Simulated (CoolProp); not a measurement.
Properties of 1,2-dichloroethane along the isobar 9.6 bar (Tc = 288.4 °C, pc = 52.26 bar, ω = 0.269).

Values from CoolProp's reference Helmholtz-energy equation of state, Thol 2015.

```
T (°C)   phase  density (kg/m³)  cp (kJ/(kg K))  cv (kJ/(kg K))  isothermal compressibility (1/MPa)
------  ------  ---------------  --------------  --------------  ----------------------------------
94.65   liquid             1140           1.378          0.9343                            0.001499
105.75  liquid             1122           1.394          0.9409                            0.001681
116.75  liquid             1103           1.412          0.9481                            0.001895
127.75  liquid             1083           1.430          0.9558                            0.002150
138.75  liquid             1063      (withheld)          0.9642                            0.002457
149.75  liquid             1042           1.471          0.9733                            0.002831
160.75  liquid             1021           1.494          0.9832                            0.003294
171.75  liquid            997.6           1.521          0.9939                            0.003880
182.75     gas            29.25           1.098          0.9352                               1.245
193.85     gas            28.14           1.098          0.9449                          (withheld)
204.85     gas            27.15      (withheld)          0.9547                               1.201
215.85     gas            26.25           1.104          0.9648                               1.184
226.85     gas            25.43           1.109          0.9751                               1.170
```

Question: Some entries are withheld; supply them.

Answer: 
- 138.75, cp (kJ/(kg K)): 1.450
- 193.85, isothermal compressibility (1/MPa): 1.221
- 204.85, cp (kJ/(kg K)): 1.101
